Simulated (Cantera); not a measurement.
Input: 1 mol SiH2Cl2, 0.1 mol C2H4, 47 mol H2, at 4.50 mbar.

Method: chemical equilibrium by Gibbs-energy minimisation in Cantera with the NASA 1993 tables (ideal gas, pure condensed phases). Candidate condensed phases: C, C6H6, C7H8, C8H18, Si, SiC; 109 gas species. Mutual solubility and eutectic melting of coexisting phases are not modelled. Gases not in the tables: Si2H6 and higher silanes. The numbers say what is thermodynamically allowed, not how fast it happens.

Problem. What share of the Si ends up in condensed phases as a function of T (°C), at 1077, 1127, 1177, 1227, 1277, 1327, 1377, 1427, 1477, 1527, 1577, 1627?

Solution. 
```tsv
T (°C)	Si condensed (%)	as
1077	83.3	Si(s) + SiC(s)
1127	82.7	Si(s) + SiC(s)
1177	82.2	Si(s) + SiC(s)
1227	81.7	Si(s) + SiC(s)
1277	81.2	Si(s) + SiC(s)
1327	80.7	Si(s) + SiC(s)
1377	80.0	Si(s) + SiC(s)
1427	79.3	Si(l) + SiC(s)
1477	79.1	Si(l) + SiC(s)
1527	77.8	Si(l) + SiC(s)
1577	74.3	Si(l) + SiC(s)
1627	66.9	Si(l) + SiC(s)
```
